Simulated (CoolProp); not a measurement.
The fluid at 293.15 K and 3.28 MPa (liquid) is heated at constant pressure to 397.4 K. The same conditions are run with several fluids, on thermodynamics alone (safety and materials aside).

Values from CoolProp's reference Helmholtz-energy equation of state of each fluid (sulfur hexafluoride: Guder 2009; sulfur dioxide: Gao 2016; hexamethyldisiloxane (MM): Thol 2016; 1,2-dichloroethane: Thol 2015; cyclopropane: Polt 1992). The equations of Platzer and Polt are older, rougher fits.

```csv
fluid,heat (kJ/kg),final phase,final density (kg/m³)
sulfur hexafluoride,(withheld),gas,169
sulfur dioxide,394,gas,(withheld)
hexamethyldisiloxane (MM),211,liquid,657
"1,2-dichloroethane",(withheld),liquid,(withheld)
cyclopropane,(withheld),gas,55.2
```

Question: Complete the blanks.

Answer: 
- sulfur hexafluoride, heat (kJ/kg): 152
- sulfur dioxide, final density (kg/m³): 83.0
- 1,2-dichloroethane, heat (kJ/kg): 141
- 1,2-dichloroethane, final density (kg/m³): 1090
- cyclopropane, heat (kJ/kg): 532
